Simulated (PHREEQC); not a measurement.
1.5 g of hydrous ferric oxide (600 m²/g; 0.2 weak and 0.005 strong sites per Fe, Dzombak-Morel constants, diffuse double layer) in 1 kg of water with 0.1 mol/kgw of an inert sodium salt and 8.7e-05 mol/kgw NiCl2, at 25 °C; the pH is set by adding NaOH or the inert anion's acid. O2 is buffered at 0.21 atm. CO2 from the air is kept out. Nothing may precipitate in this run.

Equilibrium calculation in PHREEQC: ion-association model, wateq4f.dat.

### Question
Predict Ni sorbed (%), surface charge σ (C/m²) at pH = 4.38, 5.88, 7.38, 8.12, 9.62.

### Answer
| pH | Ni sorbed (%) | surface charge σ (C/m²) |
|---|---|---|
| 4.38 | 0.2 | 0.286 |
| 5.88 | 35.3 | 0.123 |
| 7.38 | 98.8 | 0.029 |
| 8.12 | 99.9 | 0.001 |
| 9.62 | 100.0 | -0.064 |
